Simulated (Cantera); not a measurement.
Input: 1 mol C₆H₆, 53 mol H₂, 0.25 mol N₂, at 1825 °C and 10.0 Torr.

Method: chemical equilibrium by Gibbs-energy minimisation in Cantera with the NASA 1993 tables (ideal gas, pure condensed phases). Candidate condensed phases: C, C₆H₆, C₇H₈, C₈H₁₈; 92 gas species. Kinetics and transport are ignored.

Base state: H₂ 0.967, H 0.0262, N₂ 0.00370, C₂H₂ (acetylene) 0.00138, HCN 0.00128, HNC 8.59e-5 (mole fractions); condensed: C(graphite).

Task: What changes in the equilibrium state with this change: N₂ from 0.25 to 4.9 mol?

Result: 
| species | before | after |
|---|---|---|
| H₂ | 0.967 | 0.891 |
| N₂ | 0.00370 | 0.0765 |
| H | 0.0262 | 0.0252 |
| HCN | 0.00128 | 0.00556 |
| HNC | 8.59e-5 | 0.000375 |
| C₂H₂ (acetylene) | 0.00138 | 0.00127 |
| C(graphite), mol | 5.76 | 5.48 |
